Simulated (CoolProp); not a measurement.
Computed with CoolProp (reference Helmholtz-energy equation of state, Thol 2021).

Problem. Give the vapour pressure (MPa), vapour density (kg/m³) of saturated chlorine at 69.05 °C.

Solution. 
```
T (°C)  p (MPa)  vapour density (kg/m³)
------  -------  ----------------------
69.05      2.18                    69.1
```
